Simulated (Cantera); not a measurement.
A Cantera script and what it prints.

```python
import numpy as np
import cantera as ct

gas_names = """
    B BN B2 N N2
""".split()
cond_names = """
    B(b) B(L) BN(s)
""".split()


# ... load() reads the species with a 1 bar reference pressure and builds the phases ...
atoms = {
    'B': {'B': 1},
    'N2': {'N': 2},
}
top_T = {'BN(s)': 3200}  # K; cautious upper limits of use, not melting points


# ... equilibrate(T, P, feed) seeds the gas with the atoms and calls Mixture.equilibrate('TP', solver="vcs", rtol=1e-11, max_steps=5000) ...
results = []
feed = {'B': 1, 'N2': 50}  # mol
T = 2250  # K
P = 15000  # Pa
mix = equilibrate(T, P, feed)
results.append((T, P, feed, dict(zip(mix.species_names, mix.species_moles))))
print(gas.report(threshold=0.001))
for i in range(1, mix.n_phases):
    print(f"{mix.phase(i).name:16s} {mix.phase_moles(i):12.5e} mol")
```

Output:

```
       temperature   2250 K
          pressure   15000 Pa
           density   0.022462 kg/m^3
  mean mol. weight   28.014 kg/kmol
   phase of matter   gas

                          1 kg             1 kmol
                     ---------------   ---------------
          enthalpy        2.3256e+06        6.5149e+07  J
   internal energy        1.6578e+06        4.6442e+07  J
           entropy            9712.4        2.7208e+05  J/K
    Gibbs function       -1.9527e+07       -5.4704e+08  J
 heat capacity c_p            1299.6             36408  J/K
 heat capacity c_v            1002.8             28094  J/K

                      mass frac. Y      mole frac. X     chem. pot. / RT
                     ---------------   ---------------   ---------------
                N2                 1           0.99999           -29.242
     [   +4 minor]        3.1479e-06        6.5326e-06

B(b)              0.00000e+00 mol
BN(s)             9.99679e-01 mol
```

Cantera equilibrium calculation (NASA polynomials, part measured and part estimated; ideal gas, pure solids and liquids).
